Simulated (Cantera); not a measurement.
A freely propagating, adiabatic, planar premixed flame of 20.1 % H₂, 16.8 % O₂, 63.1 % N₂, equivalence ratio 0.60, unburnt at 600 K and 1.01 bar; mixture-averaged transport, grid criteria slope 0.08 and curve 0.16, no radiation.

Cantera simulation using the H2/O2 subset of GRI-Mech 3.0, which has no nitrogen chemistry; the numbers are that mechanism's predictions, not measurements. Burning velocities carry a grid error of a few per cent, more on coarse grids. Lean hydrogen flames are cellular in practice and burn faster than this planar one.

### Question
Predict: laminar burning velocity; thermal thickness; peak x(H₂O₂); peak x(H); peak x(HO₂); peak x(OH).

### Answer
| Quantity | Result |
|---|---|
| laminar burning velocity | 433 cm/s |
| thermal thickness | 0.422 mm |
| peak x(H₂O₂) | 2.00e-5 |
| peak x(H) | 0.0217 |
| peak x(HO₂) | 0.000298 |
| peak x(OH) | 0.0120 |
